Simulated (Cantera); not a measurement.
Input (Python, Cantera):

```python
import numpy as np
import cantera as ct

gas = ct.Solution("gri30.yaml")


def delay(T, t_max=10):
    gas.TPX = T, 500000, {'CH4': 1, 'CO': 0.37, 'O2': 1.82, 'N2': 6.85, 'H2O': 1.3}
    reactor = ct.IdealGasReactor(gas, clone=False)
    net = ct.ReactorNet([reactor])
    net.rtol, net.atol = 1e-8, 1e-16
    while net.time < t_max:
        t_old, T_old = net.time, reactor.T
        net.step()
        if reactor.T > T + 400:  # ignition: a rise of 400 K
            return t_old + (T + 400 - T_old) / (reactor.T - T_old) * (net.time - t_old)
    return np.nan


taus = []
for T in [1175, 1275, 1375, 1475, 1575, 1675]:
    taus.append(delay(T))
    print(f"T0 = {T:6g} K   tau = {taus[-1]:.4e} s")
```

Result:

```
T0 =   1175 K   tau = 2.3431e-02 s
T0 =   1275 K   tau = 6.1712e-03 s
T0 =   1375 K   tau = 1.8460e-03 s
T0 =   1475 K   tau = 6.0325e-04 s
T0 =   1575 K   tau = 2.1375e-04 s
T0 =   1675 K   tau = 8.3288e-05 s
```

Computed with Cantera and GRI-Mech 3.0 (53 species, 325 reactions).
